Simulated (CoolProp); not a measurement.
Vapour pressure (MPa) of isobutene: the reference equation beside estimates from Tc = 144.9 °C, pc = 4.016 MPa, ω = 0.193.

Model: reference Helmholtz-energy equation of state, Lemmon 2005, in CoolProp. It is a short technical equation, of lower accuracy than the large ones.

| T (°C) | reference | Lee-Kesler | Peng-Robinson |
|---|---|---|---|
| -71.05 | 0.003195 | 0.003084 | 0.003426 |
| -50.85 | 0.01222 | 0.01186 | 0.01268 |
| -30.65 | 0.03616 | 0.03543 | 0.03677 |
| -10.45 | 0.08836 | 0.08749 | 0.08882 |
| 9.75 | 0.1868 | 0.1866 | 0.1867 |
| 29.95 | 0.3534 | 0.3547 | 0.3525 |
| 50.15 | 0.6127 | 0.6165 | 0.6118 |
| 70.35 | 0.9922 | 0.9981 | 0.9933 |

Absolute difference from the reference over all 8 rows, mean and median: Lee-Kesler 1.4 and 0.8 %, Peng-Robinson 1.7 and 0.4 %.
